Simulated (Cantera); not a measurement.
An isothermal, constant-pressure homogeneous reactor starts with CH4 : H2 = 0.015 : 1 (molar parts), at 2498 K and 2670 Pa.

Detailed kinetics in Cantera: GRI-Mech 3.0 (53 species, 325 reactions). GRI-Mech 3.0 stops at C3 and has no aromatics, soot or wall deposition, so with more carbon than oxygen in the feed, carbon stays in small species such as C2H2 where larger ones or solid carbon would form. Radical loss at walls, strong at low pressure, is not modelled.

x: mole fraction; the columns are a selection and need not sum to one.

```json
[
 {"t (s)": "8.00e-6", "x CH4": "0.0147", "x H2": "0.985", "x C2H2": "6.00e-11", "x C2H4": "2.30e-9", "x C2H": "<1e-12", "x CH3": "0.000106"},
 {"t (s)": "4.11e-5", "x CH4": "0.0144", "x H2": "0.984", "x C2H2": "[?]", "x C2H4": "2.39e-7", "x C2H": "3.36e-12", "x CH3": "0.000375"},
 {"t (s)": "0.000211", "x CH4": "0.0131", "x H2": "0.979", "x C2H2": "[?]", "x C2H4": "1.14e-5", "x C2H": "7.58e-9", "x CH3": "0.00153"},
 {"t (s)": "0.00109", "x CH4": "0.00730", "x H2": "0.964", "x C2H2": "[?]", "x C2H4": "4.57e-5", "x C2H": "3.29e-6", "x CH3": "0.00325"},
 {"t (s)": "0.00558", "x CH4": "0.000610", "x H2": "0.950", "x C2H2": "0.00654", "x C2H4": "1.69e-6", "x C2H": "2.07e-5", "x CH3": "0.000488"},
 {"t (s)": "0.0287", "x CH4": "3.46e-5", "x H2": "0.930", "x C2H2": "0.00697", "x C2H4": "4.04e-7", "x C2H": "3.39e-5", "x CH3": "4.23e-5"},
 {"t (s)": "0.147", "x CH4": "4.25e-6", "x H2": "0.881", "x C2H2": "0.00680", "x C2H4": "1.65e-7", "x C2H": "6.19e-5", "x CH3": "9.71e-6"},
 {"t (s)": "0.757", "x CH4": "2.46e-6", "x H2": "0.851", "x C2H2": "0.00668", "x C2H4": "1.11e-7", "x C2H": "7.93e-5", "x CH3": "7.32e-6"},
 {"t (s)": "3.89", "x CH4": "2.45e-6", "x H2": "0.851", "x C2H2": "0.00668", "x C2H4": "1.10e-7", "x C2H": "7.94e-5", "x CH3": "7.31e-6"},
 {"t (s)": "20.0", "x CH4": "2.45e-6", "x H2": "0.851", "x C2H2": "0.00668", "x C2H4": "1.10e-7", "x C2H": "7.94e-5", "x CH3": "7.31e-6"}
]
```

Question: Some entries are withheld; supply them.

Answer: 
- 4.11e-5, x C2H2: 3.94e-8
- 0.000211, x C2H2: 1.70e-5
- 0.00109, x C2H2: 0.00186
